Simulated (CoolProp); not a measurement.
Vapour-liquid equilibrium of R113 (1) + benzene (2) at 166.45 °C; x and y are mole fractions of (1).

The numbers come from the multi-fluid Helmholtz-energy mixture model, Marx 1992 and Thol 2012; pair parameters Bell 2016 in CoolProp.

### Question
Give the bubble pressure and the first vapour's composition at x = 0.25, 0.35, 0.65. Is there an azeotrope?

### Answer
x = 0.25: 1098 kPa, y = 0.400; x = 0.35: 1188 kPa, y = 0.498; x = 0.65: 1411 kPa, y = 0.736. No azeotrope shows between x = 0.05 and 0.95.

The pair parameters rest on a limited set of measurements; away from them the model extrapolates.
